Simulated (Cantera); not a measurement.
## Equilibrium for abatement and gas-phase synthesis: NF3 + H2 + O2

A closed system holds: 1 mol NF3, a varied amount of H2, 0.36 mol O2, at 1950 K and 133 Pa.

Method: chemical equilibrium by Gibbs-energy minimisation in Cantera with the NASA 1993 tables (ideal gas, pure condensed phases). Candidate condensed phases: H2O; 40 gas species. Rates play no part.

```
n(H2) (mol)   x HF       x F      x H2     x H2O    x N2     x O2      x H
-----------  -----  --------  --------  --------  ------  -------  -------
0.28         0.145     0.631  5.79e-12  3.24e-10   0.128   0.0904  7.55e-8
0.39         0.202     0.574  1.36e-11  7.60e-10   0.128   0.0904  1.16e-7
0.54         0.279     0.496  3.48e-11   1.95e-9   0.128   0.0904  1.85e-7
0.75         0.388     0.388  1.10e-10   6.16e-9   0.128   0.0904  3.29e-7
1            0.517     0.259  4.39e-10   2.46e-8   0.128   0.0903  6.58e-7
1.4          0.724    0.0517   2.15e-8   1.21e-6   0.128   0.0903  4.60e-6
2            0.726  0.000124   0.00377     0.114   0.121   0.0262  0.00193
2.7          0.635   2.13e-5    0.0976     0.151   0.106  6.85e-5  0.00981
3.7          0.522   1.09e-5     0.250     0.125  0.0870  7.13e-6   0.0157
5.2          0.412   6.83e-6     0.400    0.0985  0.0687  1.74e-6   0.0199
7.1          0.326   4.74e-6     0.519    0.0779  0.0543  6.48e-7   0.0226
```
x: gas mole fraction; nothing condenses.

From 0.28 mol H2 to 7.1 mol H2 nothing is condensed.
